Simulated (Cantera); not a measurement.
Charge: 1 mol B2O3, 0.79 mol NH3, 1.4 mol H2, at 1700 °C and 83.0 Pa.

Cantera equilibrium calculation (NASA polynomials, part measured and part estimated; ideal gas, pure solids and liquids). Candidate condensed phases: B, BN, B2O3, B3O3H3, H2O; 39 gas species. The numbers say what is thermodynamically allowed, not how fast it happens.

Base state: H2 0.535, B2O3 0.144, N2 0.0955, HBO2 0.0910, HBO 0.0429, BO 0.0409, H 0.0343, B2O2 0.00974 (mole fractions); condensed: gas only.

Task: What changes in the equilibrium state with this change: B2O3 replaced by B?

Result: 
```
species       before     after
----------  --------  --------
H2             0.535     0.862
N2            0.0955    0.0945
H             0.0343    0.0435
B2O3           0.144         0
HBO2          0.0910         0
HBO           0.0429         0
BO            0.0409         0
BH2          5.58e-8  0.000345
B2O2         0.00974         0
H2O          0.00574         0
BO2         0.000669         0
OH           3.50e-5         0
B(s), mol          0     0.761
BN(s), mol         0     0.237
```
Mutual solubility and eutectic melting of coexisting phases are not modelled. The tables' values for BH2 are old estimates; treat these amounts as uncertain.

Task: What changes in the equilibrium state with this change: temperature from 1700 °C to 950 °C?

Result: 
| species | before | after |
|---|---|---|
| H2 | 0.535 | 0.866 |
| N2 | 0.0955 | 0.132 |
| HBO2 | 0.0910 | 0.000763 |
| B2O3 | 0.144 | 2.33e-5 |
| BO | 0.0409 | 5.59e-8 |
| H | 0.0343 | 9.74e-6 |
| HBO | 0.0429 | 0.000119 |
| BO2 | 0.000669 | <1e-9 |
| OH | 3.50e-5 | <1e-9 |
| B2O2 | 0.00974 | 3.09e-7 |
| BN(s), mol | 0 | 0.00137 |
| B2O3(l), mol | 0 | 0.998 |
Mutual solubility and eutectic melting of coexisting phases are not modelled.
